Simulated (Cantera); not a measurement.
Standard-state values (1 bar) from the NASA 1993 polynomials, evaluated with Cantera. Values are per mole of reaction as written; species without (g) are pure solids or liquids, kept so even where they would boil at 1 bar.

Question: Between 2923 and 2998 K, where is each reaction favourable under standard conditions?
- 4 VO₂(g) + H₂O₂(g) → H₂(g) + 2 V₂O₅

Answer: 
- 4 VO₂(g) + H₂O₂(g) → H₂(g) + 2 V₂O₅: ΔG° is -87 kJ at 2923 K and -48 kJ at 2998 K; it stays negative (K > 1). ΔH° is -1606 kJ and ΔS° -520 J/K at 2998 K.
